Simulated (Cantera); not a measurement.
A perfectly stirred reactor is fed with CO : O2 : H2O : N2 = 0.02 : 0.033 : 0.011 : 1 (molar parts), equivalence ratio 0.30, at 570000 Pa; it is held at 1200 K, and followed from long to short residence time.

Cantera simulation using GRI-Mech 3.0 (53 species, 325 reactions); the numbers are that mechanism's predictions, not measurements.

### Question
Predict: x(CO) at τ = 0.690 s; x(O2) at τ = 0.690 s; x(H2O) at τ = 0.690 s; x(H2) at τ = 0.690 s; x(HO2) at τ = 0.690 s; x(CO) at τ = 37.0 ms; x(O2) at τ = 37.0 ms; x(H2O) at τ = 37.0 ms; x(H2) at τ = 37.0 ms; x(HO2) at τ = 37.0 ms.

### Answer
| Quantity | Value |
|---|---|
| x(CO) at τ = 0.690 s | 0.000837 |
| x(O2) at τ = 0.690 s | 0.0222 |
| x(H2O) at τ = 0.690 s | 0.0104 |
| x(H2) at τ = 0.690 s | 2.77e-6 |
| x(HO2) at τ = 0.690 s | 2.99e-6 |
| x(CO) at τ = 37.0 ms | 0.00572 |
| x(O2) at τ = 37.0 ms | 0.0246 |
| x(H2O) at τ = 37.0 ms | 0.0104 |
| x(H2) at τ = 37.0 ms | 2.11e-5 |
| x(HO2) at τ = 37.0 ms | 9.80e-6 |
